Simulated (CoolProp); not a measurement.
Values from CoolProp's reference Helmholtz-energy equation of state, Thol 2018.

Task: For hydrogen chloride, give the phase and the cp (kJ/(kg K)), cv (kJ/(kg K)) at 485.7 K and 195 kPa.

Result: 
- 485.7 K and 195 kPa: gas; cp 0.806, cv 0.575
